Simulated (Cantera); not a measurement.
Input: 1 mol MgF2, 0.53 mol HF, 100 mol H2, equilibrated at 1375 K and 0.133 bar.

These are equilibrium values from Cantera (NASA tables, ideal gas, pure condensed phases), not measurements of a reactor. Candidate condensed phases: Mg, MgF2; 17 gas species. The numbers say what is thermodynamically allowed, not how fast it happens.

### Question
What is the equilibrium state?

### Answer
- x(H2): 0.995
- x(HF): 0.00527
- x(MgF2): 2.75e-5
- x(H): 9.36e-6
- n(MgF2(s)): 0.997 mol
- gas amount: 100.5 mol
- log10 activity of Mg(l) (absent): -6.96
